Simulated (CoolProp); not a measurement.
The numbers come from the reference Helmholtz-energy equation of state, Platzer 1990 in CoolProp. This equation is an older, rougher fit; its heat capacities, sound speeds and derivatives of the liquid may be far off and weren't checked against measurements.

Give the vapour pressure (MPa), liquid density (kg/m³), enthalpy of vaporisation (kJ/kg), surface tension (mN/m) of saturated R114 at 61.05 °C.


| T (°C) | p (MPa) | liquid density (kg/m³) | enthalpy of vaporisation (kJ/kg) | surface tension (mN/m) |
|---|---|---|---|---|
| 61.05 | 0.595 | 1330 | 112 | 7.01 |

Surface tension comes from a separate correlation (Mulero 2012).
